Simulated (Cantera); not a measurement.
## Stirred combustor or abatement burner

A perfectly stirred reactor is fed with CO : H2 : CH4 : O2 : N2 = 1 : 0.32 : 0.092 : 1.38 : 9.82 (molar parts), equivalence ratio 0.61, at 1500000 Pa; it is adiabatic with a 675 K inlet, and is followed from long to short residence time, starting on the burning branch (τ in s: 0.023, 0.0095, 0.0039, 0.0016, 0.00068, 0.00028, 0.00012, 4.9e-05, 2e-05, 8.4e-06).

Detailed kinetics in Cantera: GRI-Mech 3.0 (53 species, 325 reactions). The pressure lies above the range GRI-Mech 3.0 was tuned for (to about 10 atm).

| τ (s) | T (K) | x CO | x H2 | x CH4 | x H2O | x C2H4 |
|---|---|---|---|---|---|---|
| 0.023 | 1685 | 0.000518 | 2.28e-5 | 2.69e-6 | 0.0420 | 6.50e-10 |
| 0.0095 | 1681 | 0.000976 | 4.17e-5 | 4.96e-6 | 0.0420 | 1.57e-9 |
| 0.0039 | 1673 | 0.00186 | 7.72e-5 | 9.24e-6 | 0.0419 | 3.55e-9 |
| 0.0016 | 1659 | 0.00359 | 0.000145 | 1.77e-5 | 0.0417 | 7.63e-9 |
| 0.00068 | 1632 | 0.00704 | 0.000276 | 3.53e-5 | 0.0414 | 1.63e-8 |
| 0.00028 | 675 | 0.0793 | 0.0254 | 0.00729 | <1e-12 | <1e-12 |
| 0.00012 | 675 | 0.0793 | 0.0254 | 0.00729 | <1e-12 | <1e-12 |
| 4.9e-5 | 675 | 0.0793 | 0.0254 | 0.00729 | <1e-12 | <1e-12 |
| 2.0e-5 | 675 | 0.0793 | 0.0254 | 0.00729 | <1e-12 | <1e-12 |
| 8.4e-6 | 675 | 0.0793 | 0.0254 | 0.00729 | <1e-12 | <1e-12 |
x: mole fraction; the columns are a selection and need not sum to one.
